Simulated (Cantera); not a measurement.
Halide evaporation, hydrolysis and transport: FeCl3 + HCl + H2

Charge: 1 mol FeCl3, 3.6 mol HCl, 0.49 mol H2, held at 570 Pa.

Method: chemical equilibrium by Gibbs-energy minimisation in Cantera with the NASA 1993 tables (ideal gas, pure condensed phases). Candidate condensed phases: Fe, FeCl2, FeCl3; 11 gas species. Equilibrium is a limit: real reactors are often held back by kinetics, nucleation or transport.

```tsv
T (K)	x HCl	x FeCl2	x Cl	x H2	x Fe2Cl4	n FeCl2(s)
600	0.997	1.06e-6	2.08e-9	<1e-12	8.19e-9	0.981
700	0.996	0.000271	1.97e-8	3.61e-10	8.15e-6	0.979
800	0.978	0.0165	5.40e-8	5.18e-7	0.00133	0.890
900	0.830	0.156	2.48e-7	2.55e-5	0.0107	0
1000	0.822	0.172	5.11e-6	2.03e-5	0.00192	0
1100	0.821	0.175	6.39e-5	1.55e-5	0.000418	0
1200	0.820	0.176	0.000466	1.59e-5	0.000116	0
1300	0.819	0.177	0.00167	3.70e-5	3.96e-5	0
1400	0.818	0.178	0.00312	0.000194	1.58e-5	0
1500	0.816	0.178	0.00504	0.000924	7.13e-6	0
1600	0.810	0.178	0.00883	0.00273	3.54e-6	0
1700	0.801	0.177	0.0156	0.00605	1.91e-6	0
1800	0.785	0.176	0.0267	0.0114	1.10e-6	0
```
x: gas mole fraction; n: condensed amount in mol.

From 600 K to 800 K the condensed part is FeCl2(s). From 900 K to 1800 K nothing is condensed. The main Fe-bearing gas is Fe2Cl6 at 600 K and FeCl2 at 1800 K.
